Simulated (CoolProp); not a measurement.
Vapour-liquid equilibrium of methane (1) + ethane (2) at 142.6 K; x and y are mole fractions of (1).

Computed with CoolProp (multi-fluid Helmholtz-energy mixture model, Setzmann 1991 and Bücker 2006; pair parameters Kunz 2012).

Q: Give the bubble pressure and the first vapour's composition at x = 0.2, 0.35, 0.8. Is there an azeotrope?

A: x = 0.2: 0.1806 MPa, y = 0.976; x = 0.35: 0.2941 MPa, y = 0.987; x = 0.8: 0.5852 MPa, y = 0.997. No azeotrope shows between x = 0.05 and 0.95.

The pair parameters rest on a limited set of measurements; away from them the model extrapolates. The gap from Raoult's law changes sign with composition, which may be real or a fault of the pair parameters; it wasn't checked against measurements.
